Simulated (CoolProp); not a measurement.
A simple Rankine cycle with toluene: condensing at 328.15 K, boiler at 0.251 MPa, turbine inlet 434.1 K, turbine efficiency 0.6, pump efficiency 0.6, no recuperator. Each further row changes one setting.

Model: reference Helmholtz-energy equation of state, Lemmon 2006, in CoolProp. It is a short technical equation, of lower accuracy than the large ones.

```tsv
case	thermal efficiency (%)	net work (kJ/kg)	heat in (kJ/kg)	turbine exit temperature (K)	volume ratio over the turbine
as stated	10.8	58.4	540	___	15.9
turbine inlet 454.1 K	10.7	61.7	___	___	15.8
condensing temperature 320.15 K	11.7	65.0	___	386.5	22.1
boiler pressure 0.176 MPa	9.6	52.1	543	___	11.1
turbine efficiency 0.5	9.0	48.6	540	397.6	___
```

Problem. Complete the blanks.

Solution. 
- as stated, turbine exit temperature (K): 391.0
- turbine inlet 454.1 K, heat in (kJ/kg): 574
- turbine inlet 454.1 K, turbine exit temperature (K): 411.5
- condensing temperature 320.15 K, heat in (kJ/kg): 554
- boiler pressure 0.176 MPa, turbine exit temperature (K): 397.2
- turbine efficiency 0.5, volume ratio over the turbine: 16.2
